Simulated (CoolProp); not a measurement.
Computed with CoolProp (reference Helmholtz-energy equation of state, Lemmon 2013).

For propylene, give the phase and the speed of sound (m/s) at 393.9 K and 0.0148 MPa; 393.9 K and 0.128 MPa.


- 393.9 K and 0.0148 MPa: gas; speed of sound 295
- 393.9 K and 0.128 MPa: gas; speed of sound 293
